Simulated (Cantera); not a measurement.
Feed: 1 mol HMDSO, 0.51 mol CO2, 0.39 mol H2, at 34000 Pa.

Method: chemical equilibrium by Gibbs-energy minimisation in Cantera with the NASA 1993 tables (ideal gas, pure condensed phases). Candidate condensed phases: C, C6H6, C7H8, C8H18, H2O, Si, SiC, SiO2; 123 gas species. The feed counts by its element totals alone. Mutual solubility and eutectic melting of coexisting phases are not modelled. The tables hold silica as quartz up to 1696 K and as liquid above; real silica turns to tridymite and cristobalite and melts near 1996 K. Equilibrium is a limit: real reactors are often held back by kinetics, nucleation or transport.

Question: Which condensed phases are stable at each of these points (T (K)): 1375, 1400, 1425, 1450, 1475, 1500, 1525, 1550, 1575, 1600, 1625, 1650, 1675?

Answer: 
```tsv
T (K)	condensed phases	Si condensed (%)
1375	C(graphite) + SiC(s) + SiO2(β-quartz)	100.0
1400	C(graphite) + SiC(s) + SiO2(β-quartz)	100.0
1425	C(graphite) + SiC(s) + SiO2(β-quartz)	100.0
1450	C(graphite) + SiC(s) + SiO2(β-quartz)	100.0
1475	C(graphite) + SiC(s) + SiO2(β-quartz)	100.0
1500	C(graphite) + SiC(s) + SiO2(β-quartz)	99.9
1525	C(graphite) + SiC(s) + SiO2(β-quartz)	99.9
1550	C(graphite) + SiC(s) + SiO2(β-quartz)	99.8
1575	C(graphite) + SiC(s)	99.7
1600	C(graphite) + SiC(s)	99.7
1625	C(graphite) + SiC(s)	99.7
1650	C(graphite) + SiC(s)	99.7
1675	C(graphite) + SiC(s)	99.6
```

From 1375 K to 1550 K the condensed part is C(graphite) + SiC(s) + SiO2(β-quartz). From 1575 K to 1675 K the condensed part is C(graphite) + SiC(s).
